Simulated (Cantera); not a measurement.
A freely propagating, adiabatic, planar premixed flame of 46.3 % H2, 10.5 % O2, 43.2 % N2, unburnt at 550 K and 5.00 bar; multicomponent+Soret transport, grid criteria slope 0.08 and curve 0.16, no radiation.

Cantera simulation using the H2/O2 subset of GRI-Mech 3.0, which has no nitrogen chemistry; the numbers are that mechanism's predictions, not measurements. The hydrogen kinetics of GRI-Mech 3.0 are dated; newer H2 mechanisms differ, most at raised pressure. Burning velocities carry a grid error of a few per cent, more on coarse grids.

### Question
Predict: laminar burning velocity; thermal thickness; peak x(OH); peak x(H); peak x(O).

### Answer
| Quantity | Value |
|---|---|
| laminar burning velocity | 660 cm/s |
| thermal thickness | 0.0556 mm |
| peak x(OH) | 0.00286 |
| peak x(H) | 0.0466 |
| peak x(O) | 0.00175 |
